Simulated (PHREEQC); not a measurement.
0.7 g of hydrous ferric oxide (600 m²/g; 0.2 weak and 0.005 strong sites per Fe, Dzombak-Morel constants, diffuse double layer) in 1 kg of water with 0.1 mol/kgw of an inert sodium salt and 0.15 mmol/kgw CaCl2 and 0.0021 mmol/kgw PbCl2, at 25 °C; the pH is set by adding NaOH or the inert anion's acid. Oxygen alone is held at its pressure in air (log pO2 = -0.68). CO2 from the air is kept out. Precipitation was switched off in this run.

Model: ion-association model, wateq4f.dat, run in PHREEQC.

```
pH    Ca sorbed (%)  Pb sorbed (%)  surface charge σ (C/m²)  surface potential ψ (mV)
----  -------------  -------------  -----------------------  ------------------------
4               0.0           73.5                    0.321                       146
4.75            0.0           98.5                    0.244                       133
5.5             0.0           99.9                    0.159                       111
5.88            0.0          100.0                    0.122                        98
6.62            0.5          100.0                    0.066                        69
7.38            5.2          100.0                    0.028                        36
8.12           23.6          100.0                    0.002                         3
8.5            41.5          100.0                   -0.010                       -13
9.25           88.3          100.0                   -0.036                       -44
10             99.2          100.0                   -0.076                       -75
```

Complexes and solids missing from the database can't appear.
